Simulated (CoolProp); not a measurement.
Vapour-liquid equilibrium of R22 (1) + n-pentane (2) at 0.0895 MPa; x and y are mole fractions of (1).

Values from CoolProp's multi-fluid Helmholtz-energy mixture model, Kamei 1995 and Thol 2019; pair parameters Bell 2016.

```json
[
 {"x": "0.05", "bubble temperature (K)": "279.9", "y at the bubble point": "0.640", "dew temperature at overall composition x (K)": "304.2", "liquid density (mol/L)": "9.040"},
 {"x": "0.125", "bubble temperature (K)": "259.6", "y at the bubble point": "___", "dew temperature at overall composition x (K)": "301.9", "liquid density (mol/L)": "___"},
 {"x": "0.2", "bubble temperature (K)": "249.6", "y at the bubble point": "___", "dew temperature at overall composition x (K)": "299.4", "liquid density (mol/L)": "10.10"},
 {"x": "0.275", "bubble temperature (K)": "243.9", "y at the bubble point": "0.952", "dew temperature at overall composition x (K)": "296.8", "liquid density (mol/L)": "___"},
 {"x": "0.35", "bubble temperature (K)": "240.4", "y at the bubble point": "0.963", "dew temperature at overall composition x (K)": "294.0", "liquid density (mol/L)": "10.99"},
 {"x": "0.425", "bubble temperature (K)": "238.1", "y at the bubble point": "0.970", "dew temperature at overall composition x (K)": "290.9", "liquid density (mol/L)": "___"},
 {"x": "0.5", "bubble temperature (K)": "236.6", "y at the bubble point": "___", "dew temperature at overall composition x (K)": "287.5", "liquid density (mol/L)": "11.92"},
 {"x": "0.575", "bubble temperature (K)": "235.5", "y at the bubble point": "0.977", "dew temperature at overall composition x (K)": "___", "liquid density (mol/L)": "12.43"},
 {"x": "0.65", "bubble temperature (K)": "234.6", "y at the bubble point": "0.979", "dew temperature at overall composition x (K)": "___", "liquid density (mol/L)": "12.98"},
 {"x": "0.725", "bubble temperature (K)": "233.8", "y at the bubble point": "0.982", "dew temperature at overall composition x (K)": "274.1", "liquid density (mol/L)": "13.57"},
 {"x": "0.8", "bubble temperature (K)": "232.9", "y at the bubble point": "0.985", "dew temperature at overall composition x (K)": "267.6", "liquid density (mol/L)": "14.23"},
 {"x": "0.875", "bubble temperature (K)": "231.8", "y at the bubble point": "0.989", "dew temperature at overall composition x (K)": "258.8", "liquid density (mol/L)": "14.96"},
 {"x": "0.95", "bubble temperature (K)": "230.6", "y at the bubble point": "0.995", "dew temperature at overall composition x (K)": "244.3", "liquid density (mol/L)": "15.78"}
]
```

Question: What belongs in the gaps?

Answer: 
- 0.125, y at the bubble point: 0.869
- 0.125, liquid density (mol/L): 9.623
- 0.2, y at the bubble point: 0.928
- 0.275, liquid density (mol/L): 10.55
- 0.425, liquid density (mol/L): 11.44
- 0.5, y at the bubble point: 0.974
- 0.575, dew temperature at overall composition x (K): 283.7
- 0.65, dew temperature at overall composition x (K): 279.3

No azeotrope shows between x = 0.05 and 0.95.

Pair parameters are fitted to limited data, so mixtures are less certain than the pure fluids. With so large a gap from Raoult's law the liquid may split in two, which this calculation doesn't test in full.
